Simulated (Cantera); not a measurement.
A closed system holds: 1 mol BN, 2.6 mol NF₃, 5.8 mol N₂, equilibrated at 650 °C and 32000 Pa.

Method: chemical equilibrium by Gibbs-energy minimisation in Cantera with the NASA 1993 tables (ideal gas, pure condensed phases). Candidate condensed phases: B, BN; 13 gas species. Equilibrium is a limit: real reactors are often held back by kinetics, nucleation or transport.

Base state: N₂ 0.685, F₂ 0.165, BF₃ 0.0919, F 0.0309, NF₃ 0.0266 (mole fractions); condensed: gas only.

Problem. What changes in the equilibrium state with this change: BN replaced by Si₃N₄?

Solution. 
| species | before | after |
|---|---|---|
| N₂ | 0.685 | 0.812 |
| SiF₄ | 0 | 0.188 |
| F₂ | 0.165 | <1e-9 |
| BF₃ | 0.0919 | 0 |
| F | 0.0309 | <1e-9 |
| NF₃ | 0.0266 | <1e-9 |
| Si₃N₄(s), mol | 0 | 0.350 |
Further candidate phases: Si, Si₃N₄.
